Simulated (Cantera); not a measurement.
Input: 1 mol Pb, 28 mol N2, equilibrated at 1498.15 K and 750 Torr.

Cantera equilibrium calculation (NASA polynomials, part measured and part estimated; ideal gas, pure solids and liquids). Candidate condensed phases: Pb; 4 gas species. The numbers say what is thermodynamically allowed, not how fast it happens.

Base state: N2 0.976, Pb 0.0241 (mole fractions); condensed: Pb(l).

Problem. What changes in the equilibrium state with this change: pressure from 750 Torr to 100 Torr?

Solution. 
```csv
species,before,after
N2,0.976,0.966
Pb,0.0241,0.0345
"Pb(l), mol",0.307,0
```

Problem. What changes in the equilibrium state with this change: pressure from 750 Torr to 4800 Torr?

Solution. 
```
species     before    after
----------  ------  -------
N2           0.976    0.996
Pb          0.0241  0.00377
Pb(l), mol   0.307    0.894
```
